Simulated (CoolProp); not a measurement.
Vapour-liquid equilibrium of CHF3 (R23) (1) + R22 (2) at 0.668 MPa; x and y are mole fractions of (1).

The numbers come from the multi-fluid Helmholtz-energy mixture model, Penoncello 2003 and Kamei 1995; pair parameters Bell 2016 in CoolProp.

```json
[
 {"x": "0.05", "bubble temperature, mixture model (K)": "276.5", "bubble temperature, Raoult's law (K)": "276.7", "y, mixture model": "0.190", "y, Raoult's law": "0.206"},
 {"x": "0.2", "bubble temperature, mixture model (K)": "262.2", "bubble temperature, Raoult's law (K)": "263.5", "y, mixture model": "0.549", "y, Raoult's law": "0.570"},
 {"x": "0.35", "bubble temperature, mixture model (K)": "252.5", "bubble temperature, Raoult's law (K)": "254.1", "y, mixture model": "0.729", "y, Raoult's law": "0.753"},
 {"x": "0.5", "bubble temperature, mixture model (K)": "245.7", "bubble temperature, Raoult's law (K)": "247.0", "y, mixture model": "0.830", "y, Raoult's law": "0.856"},
 {"x": "0.65", "bubble temperature, mixture model (K)": "240.6", "bubble temperature, Raoult's law (K)": "241.3", "y, mixture model": "0.896", "y, Raoult's law": "0.921"},
 {"x": "0.8", "bubble temperature, mixture model (K)": "236.4", "bubble temperature, Raoult's law (K)": "236.7", "y, mixture model": "0.944", "y, Raoult's law": "0.963"},
 {"x": "0.95", "bubble temperature, mixture model (K)": "232.8", "bubble temperature, Raoult's law (K)": "232.8", "y, mixture model": "0.986", "y, Raoult's law": "0.992"}
]
```

The largest gap from Raoult's law is -1.6 K in bubble temperature, at x = 0.35. No azeotrope shows between x = 0.05 and 0.95.

The pair parameters rest on a limited set of measurements; away from them the model extrapolates.
